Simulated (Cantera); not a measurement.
Input: 1 mol CH₃SiCl₃, 0.48 mol HCl, 9.1 mol H₂, equilibrated at 0.100 bar.

Equilibrium computed with Cantera from the NASA thermochemical tables; the gas is ideal and each condensed phase is pure. Candidate condensed phases: C, C₆H₆, C₇H₈, C₈H₁₈, Si, SiC; 109 gas species. The feed counts by its element totals alone. Equilibrium is a limit: real reactors are often held back by kinetics, nucleation or transport.

Over these rows the condensed part is C(graphite) + SiC(s). Partial pressures as log10 of bar:

```tsv
T (K)	1000/T (1/K)	log p SiHCl₃	log p H₂	log p HCl
1198	0.8347	-3.93	-1.12	-1.65
1298	0.7704	-4.22	-1.13	-1.59
1398	0.7153	-4.56	-1.14	-1.58
1498	0.6676	-4.89	-1.14	-1.57
1598	0.6258	?	-1.14	-1.57
1698	0.5889	-5.47	-1.14	-1.58
```

### Question
Fit log p(SiHCl₃) = a + b·(1000/T) to the five rows, give the apparent enthalpy, and predict the row at 1598 K.

### Answer
Means: 1000/T = 0.7154, log p = -4.614. Sxy = 0.224743, Sxx = 0.0355446, so b = 6.32 and a = -4.614 − (6.32)×0.7154 = -9.14.
Apparent enthalpy: −19.145 × (6.32) = -121 kJ/mol. With the condensed phases at unit activity, SiC(s) + 3 HCl(g) = SiHCl₃(g) + C(graphite) + H₂(g) links this pressure to the main gases: over the six rows their terms move log p by +0.23 in all, so the slope isn't that reaction's ΔH° alone. The five rows lie within 0.07 of the line.
Prediction at 1598 K: -9.14 + (6.32)×0.6258 = -5.18. The computed value is -5.20, 0.02 from the line.
